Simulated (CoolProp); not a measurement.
Saturation properties of dodecamethylpentasiloxane (MD3M) (Tc = 354.9 °C, pc = 0.9540 MPa, ω = 0.730).

Model: reference Helmholtz-energy equation of state, Thol 2019, in CoolProp.

| T (°C) | p (MPa) | liquid density (kg/m³) | liquid cp (kJ/(kg K)) |
|---|---|---|---|
| 70.85 | 0.0002212 | 825.5 | 1.815 |
| 78.95 | … | 817.6 | 1.833 |
| 87.05 | 0.0005826 | 809.6 | 1.851 |
| 95.15 | 0.0009061 | 801.6 | 1.868 |
| 103.25 | … | 793.5 | 1.886 |
| 111.35 | 0.002035 | … | 1.903 |
| 119.45 | 0.002949 | 777.3 | 1.920 |
| 127.55 | 0.004188 | 769.0 | … |
| 135.65 | 0.005837 | 760.7 | 1.954 |
| 143.85 | 0.008025 | 752.2 | 1.971 |
| 151.95 | 0.01081 | … | 1.988 |
| 160.05 | 0.01435 | 735.0 | … |
| 168.15 | … | 726.3 | … |

Q: Some entries are withheld; supply them.

A: 
- 78.95, p (MPa): 0.0003644
- 103.25, p (MPa): 0.001374
- 111.35, liquid density (kg/m³): 785.4
- 127.55, liquid cp (kJ/(kg K)): 1.937
- 151.95, liquid density (kg/m³): 743.7
- 160.05, liquid cp (kJ/(kg K)): 2.006
- 168.15, p (MPa): 0.01879
- 168.15, liquid cp (kJ/(kg K)): 2.023

It boils at 229.9 °C under 1 atm.
